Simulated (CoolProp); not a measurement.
Vapour-liquid equilibrium of cyclohexane (1) + n-nonane (2) at 0.0138 MPa; x and y are mole fractions of (1).

Values from CoolProp's multi-fluid Helmholtz-energy mixture model, Zhou 2014 and Lemmon 2006; pair parameters Bell 2016.

Q: Give the bubble temperature and the first vapour's composition at x = 0.2, 0.35, 0.725. Is there an azeotrope?

A: x = 0.2: 333.2 K, y = 0.763; x = 0.35: 322.6 K, y = 0.885; x = 0.725: 306.7 K, y = 0.979. No azeotrope shows between x = 0.05 and 0.95.

The pair parameters rest on a limited set of measurements; away from them the model extrapolates. The gap from Raoult's law changes sign with composition, which may be real or a fault of the pair parameters; it wasn't checked against measurements.
